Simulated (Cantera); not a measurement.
## Reactions in the system H-N-O-Sr

Cantera with NASA thermochemical tables; ideal gases at 1 bar, condensed phases pure. Values are per mole of reaction as written; species without (g) are pure solids or liquids, kept so even where they would boil at 1 bar.

2 NH3(g) + 3 Sr + 6 O(g) ⇌ 3 Sr(OH)2 + N2(g)

```
T (K)  ΔH° (kJ)  ΔS° (J/K)  ΔG° (kJ)  log10 K   condensed phases
-----  --------  ---------  --------  -------  -----------------
300     -4309.9    -1034.3   -3999.7   696.39  Sr(s), Sr(OH)2(s)
448     -4310.5    -1036.4   -3846.2   448.44  Sr(s), Sr(OH)2(s)
548     -4306.8    -1029.1   -3742.8   356.76  Sr(s), Sr(OH)2(s)
648     -4299.9    -1017.6   -3640.5   293.45  Sr(s), Sr(OH)2(s)
748     -4289.7    -1003.0   -3539.4   247.16  Sr(s), Sr(OH)2(s)
848     -4212.8     -905.2   -3445.2   212.21  Sr(s), Sr(OH)2(l)
948     -4194.6     -884.9   -3355.7   184.90  Sr(s), Sr(OH)2(l)
1048    -4201.1     -890.4   -3268.0   162.88  Sr(l), Sr(OH)2(l)
1148    -4185.8     -876.4   -3179.7   144.67  Sr(l), Sr(OH)2(l)
1248    -4170.8     -863.9   -3092.7   129.44  Sr(l), Sr(OH)2(l)
1348    -4156.2     -852.6   -3006.8   116.51  Sr(l), Sr(OH)2(l)
1448    -4141.9     -842.4   -2922.1   105.41  Sr(l), Sr(OH)2(l)
```
